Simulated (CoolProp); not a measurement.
A single-stage vapour-compression cycle with R236FA: evaporating at 281.15 K (dew point), condensing at 308.15 K (bubble point), superheat 10 K, subcooling 0 K, compressor efficiency 0.6, no pressure losses. Each further row changes one setting.

Model: reference Helmholtz-energy equation of state, Pan 2012, in CoolProp.

| case | cooling COP | pressure ratio | discharge temperature (K) | refrigerating effect (kJ/kg) | volumetric capacity (kJ/m³) |
|---|---|---|---|---|---|
| as stated | 5.49 | 2.53 | 323.1 | 130 | 1270 |
| evaporating temperature 286.15 K | 7.04 | 2.10 | 321.9 | 133 | 1560 |
| condensing temperature 303.15 K | 6.94 | 2.16 | [?] | 136 | 1330 |
| subcooling 5 K | [?] | 2.53 | 323.1 | 136 | 1330 |
| superheat 20 K | 5.61 | 2.53 | [?] | [?] | [?] |
| compressor efficiency 0.5 | 4.58 | 2.53 | 328.2 | 130 | 1270 |

Some entries are withheld; supply them.


- condensing temperature 303.15 K, discharge temperature (K): 317.6
- subcooling 5 K, cooling COP: 5.76
- superheat 20 K, discharge temperature (K): 333.4
- superheat 20 K, refrigerating effect (kJ/kg): 138
- superheat 20 K, volumetric capacity (kJ/m³): 1300
